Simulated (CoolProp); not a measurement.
The numbers come from the reference Helmholtz-energy equation of state, Thol 2014 in CoolProp.

### Question
For chloromethane (R40), give the phase and the Z, Joule-Thomson coefficient (K/MPa), isothermal compressibility (1/MPa), fugacity coefficient at 415.9 K and 281 bar; 426.4 K and 281 bar.

### Answer
- 415.9 K and 281 bar: liquid; Z 0.546, Joule-Thomson coefficient 0.0980, isothermal compressibility 0.00530, fugacity coefficient 0.246
- 426.4 K and 281 bar: supercritical; Z 0.549, Joule-Thomson coefficient 0.175, isothermal compressibility 0.00608, fugacity coefficient 0.273
